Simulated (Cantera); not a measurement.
A perfectly stirred reactor is fed with 17.6 % H2, 17.3 % O2, 65.1 % N2, at 0.310 bar; it is adiabatic with a 350 K inlet, and is followed from long to short residence time, starting on the burning branch (τ in s: 0.4, 0.11, 0.031, 0.0085, 0.0023, 0.00065, 0.00018, 5e-05, 1.4e-05).

Detailed kinetics in Cantera: the H2/O2 subset of GRI-Mech 3.0, which has no nitrogen chemistry.

**Question.** Predict: blow-out, bracketed by the residence times tried; x(H2) at τ = 0.400 s; x(O2) at τ = 0.400 s; x(H2O) at τ = 0.400 s; x(OH) at τ = 0.400 s; x(HO2) at τ = 0.400 s; x(H2) at τ = 2.30 ms; x(O2) at τ = 2.30 ms; x(H2O) at τ = 2.30 ms; x(OH) at τ = 2.30 ms; x(HO2) at τ = 2.30 ms.

**Answer.** 
| Item | Result |
|---|---|
| blow-out, bracketed by the residence times tried | burning at 0.180 ms, out at 50.0 µs |
| x(H2) at τ = 0.400 s | 0.000269 |
| x(O2) at τ = 0.400 s | 0.0923 |
| x(H2O) at τ = 0.400 s | 0.192 |
| x(OH) at τ = 0.400 s | 0.00178 |
| x(HO2) at τ = 0.400 s | 1.28e-6 |
| x(H2) at τ = 2.30 ms | 0.00630 |
| x(O2) at τ = 2.30 ms | 0.0918 |
| x(H2O) at τ = 2.30 ms | 0.179 |
| x(OH) at τ = 2.30 ms | 0.00640 |
| x(HO2) at τ = 2.30 ms | 1.44e-5 |
